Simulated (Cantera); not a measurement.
Source: NASA polynomial tables (part measured, part estimated), evaluated in Cantera. Values are per mole of reaction as written; species without (g) are pure solids or liquids, kept so even where they would boil at 1 bar.

Question: Between 300 and 2775 K, where is each reaction favourable under standard conditions?
- TaO2(g) + 2 H2O(g) → Ta + 4 OH(g)

Answer: 
- TaO2(g) + 2 H2O(g) → Ta + 4 OH(g): ΔG° is 806 kJ at 300 K and 442 kJ at 2775 K; it stays positive (K < 1). ΔH° is 874 kJ and ΔS° 156 J/K at 2775 K.
